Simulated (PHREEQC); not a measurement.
0.045 g of hydrous ferric oxide (600 m²/g; 0.2 weak and 0.005 strong sites per Fe, Dzombak-Morel constants, diffuse double layer) in 1 kg of water with 0.001 mol/kgw of an inert sodium salt, at 25 °C; the pH is set by adding NaOH or the inert anion's acid. Oxygen alone is held at its pressure in air (log pO2 = -0.68). The system is closed to CO2. Precipitation was switched off in this run.

Base run: PHREEQC, ion-association model, wateq4f.dat. Each further column changes one thing. The table gives surface charge σ (C/m²).

```
pH      base  background salt from 0.001 to 0.0001 mol/kgw  oxide from 0.045 to 0.22 g/kgw  0.0004 mol/kgw BaCl2 added
----  ------  --------------------------------------------  ------------------------------  --------------------------
3      0.252                                         0.223                           0.256                       0.275
4.33   0.090                                         0.044                           0.091                       0.115
5.67   0.026                                         0.009                           0.027                       0.037
7      0.006                                         0.002                           0.006                       0.009
8.33  -0.001                                         0.000                          -0.001                      -0.001
9.67  -0.010                                        -0.004                          -0.010                      -0.006
11    -0.054                                        -0.043                          -0.055                      -0.008
```

The oxide is taken as insoluble; below pH 4 it would dissolve.
